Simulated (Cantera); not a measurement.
## Equilibrium for silicon etching in halogen gases: Si + Cl2 + N2

Input: 1 mol Si, a varied amount of Cl2, 73 mol N2, equilibrated at 2.20 Pa.

These are equilibrium values from Cantera (NASA tables, ideal gas, pure condensed phases), not measurements of a reactor. Candidate condensed phases: Si, Si3N4; 13 gas species. N2 is the only nitrogen source here; it is nearly inert below about 1500 K, so the nitride shown seldom forms there in practice. The tables' values for SiCl3 are old estimates. The numbers say what is thermodynamically allowed, not how fast it happens.

Stable condensed phases:

```
T in K \ n(Cl2) in mol
         0.55 0.67  0.8 0.97  1.2  1.4  1.7    2  2.5
   1700     A    A    A    A    A    A    A    A    A
   1550     B    B    B    A    A    A    A    A    A
   1400     C    C    C    C    A    A    A    A    A
   1250     C    C    C    C    A    A    A    A    A
   1100     C    C    C    C    C    C    C    A    A
    950     C    C    C    C    C    C    C    A    A
    800     C    C    C    C    C    C    C    A    A
    650     C    C    C    C    C    C    C    A    A
    500     C    C    C    C    C    C    C    A    A
```

A: gas only; B: Si; C: Si3N4.
